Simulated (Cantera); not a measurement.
Input (Python, Cantera):

```python
import numpy as np
import cantera as ct

gas = ct.Solution("gri30.yaml")
gas.TPX = 1350, 1600, {'CH4': 1, 'N2': 8.4}
inlet = ct.Reservoir(gas, clone=True)

reactor = ct.IdealGasConstPressureReactor(gas, energy="off", clone=False)
exhaust = ct.Reservoir(gas, clone=True)
tau = [25, 4.2, 0.71, 0.12, 0.02, 0.0033, 0.00055][0]
for a, b in ((inlet, reactor), (reactor, exhaust)):
    ct.MassFlowController(a, b, mdot=lambda t: reactor.mass / tau)
net = ct.ReactorNet([reactor])
show = ['CH4', 'CH3', 'CH2', 'H2', 'H', 'C2H']

rows = []
print(f"{'tau/s':>10s}{'T/K':>9s}" + "".join(f"{s:>11s}" for s in show))
for tau in [25, 4.2, 0.71, 0.12, 0.02, 0.0033, 0.00055]:
    net.initial_time = 0.0
    net.advance(30 * tau)
    before = gas.X
    net.advance(40 * tau)
    drift = np.max(np.abs(gas.X - before) / (gas.X + 1e-9))
    rows.append([gas.T, *gas[show].X, drift])
    print(f"{tau:10.3e}{gas.T:9.1f}" + "".join(f"{x:11.3e}" for x in gas[show].X))
```

Output:

```
     tau/s      T/K        CH4        CH3        CH2         H2          H        C2H
 2.500e+01   1350.0  9.883e-02  5.540e-05  1.013e-09  9.640e-03  2.888e-07  5.632e-11
 4.200e+00   1350.0  1.053e-01  5.143e-05  8.198e-10  1.167e-03  4.123e-08  4.384e-12
 7.100e-01   1350.0  1.063e-01  2.155e-05  1.451e-10  4.198e-05  3.242e-09  4.558e-14
 1.200e-01   1350.0  1.064e-01  4.986e-06  7.890e-12  2.832e-06  1.144e-09  1.297e-16
 2.000e-02   1350.0  1.064e-01  8.648e-07  2.467e-13  4.338e-07  1.046e-09  2.729e-20
 3.300e-03   1350.0  1.064e-01  1.421e-07  8.032e-15  7.054e-08  1.031e-09  3.170e-24
 5.500e-04   1350.0  1.064e-01  2.289e-08  3.714e-16  1.097e-08  9.616e-10  2.982e-28
```

Cantera simulation using GRI-Mech 3.0 (53 species, 325 reactions); the numbers are that mechanism's predictions, not measurements. GRI-Mech 3.0 stops at C3 and has no aromatics, soot or wall deposition, so with more carbon than oxygen in the feed, carbon stays in small species such as C2H2 where larger ones or solid carbon would form. Radical loss at walls, strong at low pressure, is not modelled.
